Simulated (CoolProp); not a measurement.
Properties of R407C along the isotherm 280.5 K.

Values from CoolProp's reference Helmholtz-energy equation of state, Lemmon 2003. It is a pseudo-pure fit of the blend.

| p (bar) | phase | cp (kJ/(kg K)) | cv (kJ/(kg K)) | speed of sound (m/s) | Joule-Thomson coefficient (K/MPa) | viscosity (µPa s) |
|---|---|---|---|---|---|---|
| 1.46 | gas | 0.8258 | 0.7122 | 171.8 | 25.84 | 11.5 |
| 3.33 | gas | 0.8832 | 0.7404 | 166.7 | 26.63 | 11.5 |
| 17.3 | liquid | 1.433 | 0.8860 | 565.8 | -0.06860 | 192 |
| 39.3 | liquid | 1.414 | 0.8844 | 587.7 | -0.09883 | 199 |
| 89.4 | liquid | 1.380 | 0.8823 | 631.5 | -0.1512 | 215 |
| 204 | liquid | 1.333 | 0.8821 | 711.5 | -0.2252 | 248 |
| 463 | liquid | 1.283 | 0.8888 | 842.6 | -0.3037 | 317 |

Viscosity comes from a separate model (Geller 2000).
